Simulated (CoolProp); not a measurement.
Vapour-liquid equilibrium of R134a (1) + R152A (2) at 2.45 °C; x and y are mole fractions of (1).

Values from CoolProp's multi-fluid Helmholtz-energy mixture model, Tillner-Roth 1994 and Outcalt 1996; pair parameters Lemmon 2004.

Problem. Give the bubble pressure and the first vapour's composition at x = 0.2, 0.35, 0.8. Is there an azeotrope?

Solution. x = 0.2: 288.7 kPa, y = 0.205; x = 0.35: 291.1 kPa, y = 0.365; x = 0.8: 308.1 kPa, y = 0.824. y crosses x between x = 0.05 and 0.2: the model has an azeotrope there.

The pair parameters rest on a limited set of measurements; away from them the model extrapolates.
